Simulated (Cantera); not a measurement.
**Thermodynamics of titanium nitride, carbide and oxide coatings, feed Ti(OiPr)4 + H2**

Charge: 1 mol Ti(OiPr)4, 11 mol H2, held at 0.133 bar.

Cantera equilibrium calculation (NASA polynomials, part measured and part estimated; ideal gas, pure solids and liquids). Candidate condensed phases: C, C6H6, C7H8, C8H18, H2O, Ti, TiC, TiO, TiO2, Ti2O3, Ti3O5, Ti4O7; 113 gas species. The feed counts by its element totals alone. Condensed phases not in the tables: Magnéli phases beyond Ti4O7. The numbers say what is thermodynamically allowed, not how fast it happens.

| T (K) | x H2 | x CO | x CH4 | x H2O | x CO2 | x H | x C2H2 (acetylene) | x C2H4 | n C(graphite) | n TiO2(rutile) | n Ti4O7(s) | n Ti3O5(s) |
|---|---|---|---|---|---|---|---|---|---|---|---|---|
| 1073 | 0.920 | 0.0732 | 0.00519 | 0.00117 | 0.000101 | 3.68e-8 | 6.61e-9 | 9.10e-8 | 9.89 | 1.00 | 0 | 0 |
| 1098 | 0.921 | 0.0735 | 0.00414 | 0.000830 | 6.57e-5 | 6.50e-8 | 1.17e-8 | 1.00e-7 | 9.91 | 1.00 | 0 | 0 |
| 1123 | 0.922 | 0.0737 | 0.00333 | 0.000598 | 4.37e-5 | 1.12e-7 | 2.03e-8 | 1.10e-7 | 9.93 | 1.00 | 0 | 0 |
| 1148 | 0.915 | 0.0823 | 0.00265 | 0.000482 | 3.67e-5 | 1.88e-7 | 3.40e-8 | 1.18e-7 | 9.69 | 0 | 0.250 | 0 |
| 1173 | 0.915 | 0.0824 | 0.00217 | 0.000357 | 2.52e-5 | 3.09e-7 | 5.60e-8 | 1.28e-7 | 9.70 | 0 | 0.250 | 0 |
| 1198 | 0.915 | 0.0824 | 0.00179 | 0.000267 | 1.76e-5 | 4.98e-7 | 9.06e-8 | 1.39e-7 | 9.71 | 0 | 0.250 | 0 |
| 1223 | 0.913 | 0.0853 | 0.00148 | 0.000209 | 1.33e-5 | 7.87e-7 | 1.43e-7 | 1.49e-7 | 9.63 | 0 | 0 | 0.333 |
| 1248 | 0.913 | 0.0853 | 0.00124 | 0.000160 | 9.58e-6 | 1.22e-6 | 2.22e-7 | 1.60e-7 | 9.64 | 0 | 0 | 0.333 |
| 1273 | 0.913 | 0.0853 | 0.00105 | 0.000124 | 6.98e-6 | 1.87e-6 | 3.39e-7 | 1.72e-7 | 9.64 | 0 | 0 | 0.333 |
x: gas mole fraction; n: condensed amount in mol.

From 1073 K to 1123 K the condensed part is C(graphite) + TiO2(rutile). From 1148 K to 1198 K the condensed part is C(graphite) + Ti4O7(s). From 1223 K to 1273 K the condensed part is C(graphite) + Ti3O5(s).
